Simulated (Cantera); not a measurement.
An isothermal, constant-pressure homogeneous reactor starts with 21.3 % C2H6, 78.7 % N2, at 1900 K and 101000 Pa.

Detailed kinetics in Cantera: GRI-Mech 3.0 (53 species, 325 reactions). GRI-Mech 3.0 stops at C3 and has no aromatics, soot or wall deposition, so with more carbon than oxygen in the feed, carbon stays in small species such as C2H2 where larger ones or solid carbon would form.

Problem. Predict: x(C2H6) at 1.00 s; x(C2H) at 1.00 s; x(H2) at 1.00 s; x(C2H4) at 1.00 s; x(CH3) at 1.00 s.

Solution. 
```json
{
  "x(C2H6) at 1.00 s": "1.26e-7 (gas-phase equilibrium 7.11e-8)",
  "x(C2H) at 1.00 s": "2.82e-6 (gas-phase equilibrium 1.58e-6)",
  "x(H2) at 1.00 s": "0.296 (gas-phase equilibrium 0.296)",
  "x(C2H4) at 1.00 s": "0.000535 (gas-phase equilibrium 0.000300)",
  "x(CH3) at 1.00 s": "5.22e-5 (gas-phase equilibrium 3.92e-5)"
}
```
